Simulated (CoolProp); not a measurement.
Aqueous potassium acetate as a coolant, 41 % by mass, freezing at -44.2 °C, 1 atm.

Model: Melinder's fits for secondary coolants, in CoolProp.

```json
[
 {"T (°C)": "-34.2", "density (kg/m³)": "1242", "cp (kJ/(kg K))": "2.796", "conductivity (W/(m K))": "0.409", "viscosity (mPa s)": "46.9"},
 {"T (°C)": "-28.9", "density (kg/m³)": "1241", "cp (kJ/(kg K))": "2.810", "conductivity (W/(m K))": "0.415", "viscosity (mPa s)": "31.9"},
 {"T (°C)": "-23.7", "density (kg/m³)": "1239", "cp (kJ/(kg K))": "2.823", "conductivity (W/(m K))": "0.420", "viscosity (mPa s)": "22.6"},
 {"T (°C)": "-18.4", "density (kg/m³)": "1237", "cp (kJ/(kg K))": "2.836", "conductivity (W/(m K))": "0.426", "viscosity (mPa s)": "16.5"},
 {"T (°C)": "-13.1", "density (kg/m³)": "1235", "cp (kJ/(kg K))": "2.849", "conductivity (W/(m K))": "0.432", "viscosity (mPa s)": "12.4"},
 {"T (°C)": "-7.8", "density (kg/m³)": "1233", "cp (kJ/(kg K))": "2.862", "conductivity (W/(m K))": "0.437", "viscosity (mPa s)": "9.59"},
 {"T (°C)": "-2.5", "density (kg/m³)": "1231", "cp (kJ/(kg K))": "2.875", "conductivity (W/(m K))": "0.443", "viscosity (mPa s)": "7.61"},
 {"T (°C)": "2.7", "density (kg/m³)": "1229", "cp (kJ/(kg K))": "2.888", "conductivity (W/(m K))": "0.449", "viscosity (mPa s)": "6.20"},
 {"T (°C)": "8", "density (kg/m³)": "1227", "cp (kJ/(kg K))": "2.902", "conductivity (W/(m K))": "0.454", "viscosity (mPa s)": "5.14"},
 {"T (°C)": "13.3", "density (kg/m³)": "1224", "cp (kJ/(kg K))": "2.915", "conductivity (W/(m K))": "0.460", "viscosity (mPa s)": "4.34"},
 {"T (°C)": "18.6", "density (kg/m³)": "1222", "cp (kJ/(kg K))": "2.929", "conductivity (W/(m K))": "0.466", "viscosity (mPa s)": "3.71"},
 {"T (°C)": "23.9", "density (kg/m³)": "1219", "cp (kJ/(kg K))": "2.943", "conductivity (W/(m K))": "0.471", "viscosity (mPa s)": "3.22"},
 {"T (°C)": "29.2", "density (kg/m³)": "1216", "cp (kJ/(kg K))": "2.957", "conductivity (W/(m K))": "0.477", "viscosity (mPa s)": "2.82"},
 {"T (°C)": "34.4", "density (kg/m³)": "1213", "cp (kJ/(kg K))": "2.971", "conductivity (W/(m K))": "0.483", "viscosity (mPa s)": "2.49"}
]
```
